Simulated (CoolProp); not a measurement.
Vapour-liquid equilibrium of toluene (1) + n-decane (2) at 0.314 bar; x and y are mole fractions of (1).

Values from CoolProp's multi-fluid Helmholtz-energy mixture model, Lemmon 2006 and Lemmon 2006; pair parameters Bell 2016.

Task: Give the bubble temperature and the first vapour's composition at x = 0.575, 0.8, 0.95. Is there an azeotrope?

Result: x = 0.575: 359.1 K, y = 0.922; x = 0.8: 352.1 K, y = 0.970; x = 0.95: 348.3 K, y = 0.993. No azeotrope shows between x = 0.05 and 0.95.

Pair parameters are fitted to limited data, so mixtures are less certain than the pure fluids.
